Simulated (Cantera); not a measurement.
An adiabatic, constant-volume homogeneous reactor starts with CO : H₂ : CH₄ : O₂ : N₂ = 1 : 0.17 : 0.54 : 4.76 : 17.9 (molar parts), equivalence ratio 0.35, at 1548 K and 5.00 bar.

Model: GRI-Mech 3.0 (53 species, 325 reactions), integrated in Cantera.

Problem. Predict: time of steepest temperature rise; temperature at 2.00 s; equilibrium temperature; x(CO) at 2.00 s; x(H₂) at 2.00 s; x(H) at 2.00 s.

Solution. 
```
Quantity                                                              Result
---------------------------------  -----------------------------------------
time of steepest temperature rise                                    46.4 µs
temperature at 2.00 s                                                 2479 K
equilibrium temperature                                               2479 K
x(CO) at 2.00 s                      0.00213 (gas-phase equilibrium 0.00213)
x(H₂) at 2.00 s                    0.000276 (gas-phase equilibrium 0.000276)
x(H) at 2.00 s                     0.000137 (gas-phase equilibrium 0.000137)
```
